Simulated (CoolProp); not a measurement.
Properties of dimethyl carbonate along the isotherm 326.85 °C.

Values from CoolProp's reference Helmholtz-energy equation of state, Zhou 2011.

| p (MPa) | phase | density (kg/m³) | cv (kJ/(kg K)) |
|---|---|---|---|
| 0.0776 | gas | 1.407 | 1.768 |
| 0.177 | gas | 3.228 | 1.769 |
| 0.402 | gas | 7.425 | 1.771 |
| 0.915 | gas | 17.42 | 1.776 |
| 2.08 | gas | 42.78 | 1.788 |
| 4.74 | gas | 125.0 | 1.836 |
| 10.8 | supercritical | 501.9 | 1.886 |
| 24.5 | supercritical | 674.7 | 1.863 |
